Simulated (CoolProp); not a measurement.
Vapour pressure (MPa) of o-xylene: the reference equation beside estimates from Tc = 357.1 °C, pc = 3.737 MPa, ω = 0.312. Clausius-Clapeyron is anchored at 208.55 °C with a constant enthalpy of vaporisation of 31.67 kJ/mol.

Computed with CoolProp (reference Helmholtz-energy equation of state, Zhou 2012).

```
T (°C)  reference  Clausius-Clapeyron  van der Waals  Redlich-Kwong  Peng-Robinson
------  ---------  ------------------  -------------  -------------  -------------
208.55     0.4281              0.4281          1.156         0.6582         0.4279
218.15     0.5122              0.4997          1.269         0.7621         0.5125
227.65     0.6070              0.5788          1.388         0.8757         0.6083
237.25     0.7158              0.6679          1.516          1.002         0.7183
246.85     0.8387              0.7665          1.650          1.140         0.8427
256.35     0.9753              0.8742          1.790          1.289         0.9812
265.95      1.130              0.9937          1.939          1.452          1.138
275.45      1.300               1.123          2.093          1.627          1.311
285.05      1.492               1.265          2.257          1.818          1.505
294.65      1.704               1.420          2.428          2.023          1.720
304.15      1.936               1.586          2.606          2.240          1.955
313.75      2.195               1.767          2.793          2.475          2.216
323.35      2.482               1.961          2.988          2.726          2.503
332.85      2.794               2.168          3.188          2.990          2.813
342.45      3.142               2.391          3.399          3.273          3.155
```

Absolute difference from the reference over all 15 rows, mean and median: Clausius-Clapeyron 13.0 and 13.6 %, van der Waals 71.3 and 61.0 %, Redlich-Kwong 26.6 and 25.2 %, Peng-Robinson 0.6 and 0.7 %.
